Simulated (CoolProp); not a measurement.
Vapour-liquid equilibrium of isopentane (1) + toluene (2) at 1.95 °C; x and y are mole fractions of (1).

The numbers come from the multi-fluid Helmholtz-energy mixture model, Lemmon 2006 and Lemmon 2006; pair parameters Bell 2016 in CoolProp.

Give the bubble pressure and the first vapour's composition at x = 0.05, 0.25, 0.35. Is there an azeotrope?

x = 0.05: 0.003762 MPa, y = 0.741; x = 0.25: 0.01429 MPa, y = 0.945; x = 0.35: 0.01867 MPa, y = 0.962. No azeotrope shows between x = 0.05 and 0.95.

Pair parameters are fitted to limited data, so mixtures are less certain than the pure fluids.
